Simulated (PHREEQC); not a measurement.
PHREEQC input (Pitzer model, pitzer.dat):

```
SOLUTION 1
  temp 40
  units mol/kgw
  pH 7 charge
  Cl 0.2376
  Mg 0.0088
  K 0.22
END
USE solution 1
INCREMENTAL_REACTIONS false
REACTION 1
  H2O -1
  0 9.886 18.011 24.689 30.178 34.689 38.397 41.444
  43.949 46.007 47.699 49.089 50.232 51.172 51.944 52.578
  53.1 53.528 53.88 54.17 54.408 54.603 54.764 54.896
  55.005 55.094 55.168 55.228 moles
EQUILIBRIUM_PHASES 1
  Bischofite 0 0
  Brucite 0 0
  Carnallite 0 0
  Sylvite 0 0
  MgCl2_4H2O 0 0
SELECTED_OUTPUT 1
  -reset false
  -pH true
  -pe true
  -ionic_strength true
  -water true
  -activities H2O
  -totals Cl K Mg
  -molalities H+ K+ Mg+2 Cl- OH- MgOH+
  -equilibrium_phases Bischofite Brucite Carnallite Sylvite MgCl2_4H2O
PRINT
  -reset false
END
```

Selected output (columns that matter, 25 of 28 rows; water left (kg) added in front):

```
water left (kg)	pH	mu	Cl	K	Mg	m_H+	m_K+	m_Mg+2	m_Cl-	m_OH-	la_H2O	Sylvite
1	6.6899	0.2464	0.2376	0.22	0.0088	2.702e-07	0.22	0.0087999	0.2376	2.024e-07	-0.003311	0
0.821894	6.6811	0.2998	0.28909	0.26767	0.010707	2.7712e-07	0.26767	0.010707	0.28909	2.0193e-07	-0.0040172	0
0.675514	6.6712	0.36476	0.35173	0.32568	0.013027	2.8416e-07	0.32568	0.013027	0.35173	2.0084e-07	-0.0048764	0
0.555203	6.6598	0.4438	0.42795	0.39625	0.01585	2.9129e-07	0.39625	0.01585	0.42795	1.9897e-07	-0.0059228	0
0.456313	6.6466	0.53998	0.5207	0.48213	0.019285	2.9852e-07	0.48213	0.019285	0.5207	1.9608e-07	-0.0071989	0
0.30824	6.6126	0.79938	0.77083	0.71373	0.028549	3.1351e-07	0.71373	0.028549	0.77083	1.8621e-07	-0.010664	0
0.253345	6.5902	0.97259	0.93785	0.86838	0.034735	3.2162e-07	0.86838	0.034735	0.93785	1.7855e-07	-0.013001	0
0.208215	6.5624	1.1834	1.1411	1.0566	0.042264	3.3064e-07	1.0566	0.042264	1.1411	1.6857e-07	-0.015877	0
0.171138	6.5278	1.4398	1.3884	1.2855	0.051421	3.4127e-07	1.2855	0.05142	1.3884	1.5593e-07	-0.019425	0
0.140655	6.4838	1.7518	1.6892	1.5641	0.062565	3.5466e-07	1.5641	0.062564	1.6892	1.4037e-07	-0.023824	0
0.115613	6.4275	2.1313	2.0551	1.9029	0.076116	3.7263e-07	1.9029	0.076116	2.0551	1.2193e-07	-0.029302	0
0.0950203	6.3551	2.5931	2.5005	2.3153	0.092612	3.9798e-07	2.3153	0.092612	2.5005	1.011e-07	-0.036167	0
0.0641769	6.1446	3.8394	3.7023	3.428	0.13712	4.8933e-07	3.428	0.13712	3.7023	5.7484e-08	-0.055799	0
0.0527548	5.9988	4.6707	4.5039	4.1702	0.16681	5.6993e-07	4.1702	0.16681	4.5039	3.8473e-08	-0.069762	0
0.0433504	5.8219	5.6839	5.4809	5.0749	0.203	6.8968e-07	5.0749	0.203	5.4809	2.3445e-08	-0.087635	0
0.0356396	5.7651	5.7562	5.5092	5.0154	0.24692	7.6489e-07	5.0154	0.24692	5.5092	2.1587e-08	-0.08822	0.041253
0.0292979	5.7059	5.8352	5.5349	4.9341	0.30036	8.4943e-07	4.9341	0.30036	5.5349	1.9989e-08	-0.088793	0.07544
0.0240733	5.6424	5.9319	5.5664	4.8353	0.36555	9.4565e-07	4.8353	0.36555	5.5664	1.8562e-08	-0.089534	0.1036
0.0197855	5.5739	6.0498	5.6051	4.7155	0.44477	1.0552e-06	4.7155	0.44477	5.6051	1.7298e-08	-0.090501	0.1267
0.0162724	5.4996	6.1934	5.6526	4.571	0.54079	1.1802e-06	4.571	0.54079	5.6526	1.6187e-08	-0.091771	0.14562
0.0133718	5.4174	6.37	5.7119	4.3957	0.6581	1.3248e-06	4.3957	0.6581	5.7119	1.5205e-08	-0.093476	0.16122
0.00902992	5.2224	6.8545	5.8799	3.9309	0.97454	1.6872e-06	3.9309	0.97454	5.8799	1.357e-08	-0.098967	0.1845
0.0074265	5.1044	7.1849	6	3.6301	1.1849	1.9152e-06	3.6301	1.1849	6	1.2859e-08	-0.1034	0.19304
0.00609332	4.9652	7.6036	6.1594	3.271	1.4442	2.1887e-06	3.271	1.4442	6.1594	1.2143e-08	-0.10982	0.20007
0.00501236	4.802	8.127	6.3714	2.86	1.7557	2.5121e-06	2.86	1.7557	6.3714	1.1351e-08	-0.11906	0.20566
```

Species that the database lacks are ignored. At this temperature some constants are extrapolated from 25 °C, and those without enthalpy data are left unchanged.
